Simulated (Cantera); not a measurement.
Feed: 1 mol trisilylamine, 0.65 mol N2, 26 mol H2, equilibrated at 1000 Pa.

Cantera equilibrium calculation (NASA polynomials, part measured and part estimated; ideal gas, pure solids and liquids). Candidate condensed phases: Si, Si3N4; 18 gas species. The feed counts by its element totals alone. Gases not in the tables: Si2H6 and higher silanes. The numbers say what is thermodynamically allowed, not how fast it happens.

**Question.** At 1823 K, list the 4 most abundant gas species with their mole fractions, and the condensed phases.

**Answer.** H2 0.959, N2 0.0362, H 0.00424, Si 0.000442. Condensed: Si(l).
